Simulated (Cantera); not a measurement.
Feed: 1 mol CH₃F, 0.016 mol CH₄, 2.9 mol H₂, held at 3073 K and 0.133 bar.

These are equilibrium values from Cantera (NASA tables, ideal gas, pure condensed phases), not measurements of a reactor. Candidate condensed phases: C, C₆H₆, C₇H₈, C₈H₁₈; 95 gas species. Kinetics and transport are ignored.

**Question.** What is the equilibrium state?

**Answer.** 
| Item | Result |
|---|---|
| x(H₂) | 0.434 |
| x(H) | 0.355 |
| x(HF) | 0.164 |
| x(C₂H₂ (acetylene)) | 0.0332 |
| x(C₂H) | 0.00516 |
| x(C₃) | 0.00500 |
| x(C₄H₂) | 0.00106 |
| x(F) | 0.000942 |
| x(C) | 0.000749 |
| n(C(graphite)) | 0.414 mol |
| gas amount | 6.066 mol |
